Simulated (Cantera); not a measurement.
An isothermal, constant-pressure homogeneous reactor starts with NH3 : N2 = 1 : 0.7 (molar parts), at 2225 K and 2600 Pa.

Model: the gas-phase N/H chemistry of the illustrative SiF4/NH3 mechanism in the Surface Chemkin manual (1991), integrated in Cantera. Walls and surfaces, which speed up NH3 decomposition in real reactors, are not modelled.

Task: Predict: x(NH3) at 1.00 s; x(H) at 1.00 s; x(N2) at 1.00 s; x(H2) at 1.00 s; x(NH2) at 1.00 s.

Result: 
* **x(NH3) at 1.00 s**: 0.000163 (gas-phase equilibrium 9.61e-8)
* **x(H) at 1.00 s**: 0.0100 (gas-phase equilibrium 0.0295)
* **x(N2) at 1.00 s**: 0.442 (gas-phase equilibrium 0.438)
* **x(H2) at 1.00 s**: 0.548 (gas-phase equilibrium 0.533)
* **x(NH2) at 1.00 s**: 9.26e-6 (gas-phase equilibrium 1.66e-8)
